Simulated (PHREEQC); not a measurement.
1 kg of water holding 0.0038 mol Na2B4O7, 0.01 mol KCl, 0.18 mol Na2CO3 and 0.012 mol NaCl is evaporated at 25 °C; the solids stay in contact with the brine. The system is closed to CO2. The run lets Halite, Kalicinite, Nahcolite, Natron, Sylvite, Trona, Borax, Boric_acid,s, KB5O8:4H2O, K2B4O7:4H2O, NaBO2:4H2O, NaB5O8:5H2O, Teepleite precipitate or redissolve, and no other solid.

The series has 18 steps of water left (kg), from 1 to 0.01176.

The numbers come from PHREEQC with the Pitzer model, pitzer.dat.

Problem. Which solids form, in which order, and at which step of the series does each first stand?

Solution. Natron from water left = 0.04361 kg (pH 10.73); Trona from water left = 0.01176 kg (pH 11.26).

Species that the database lacks are ignored.
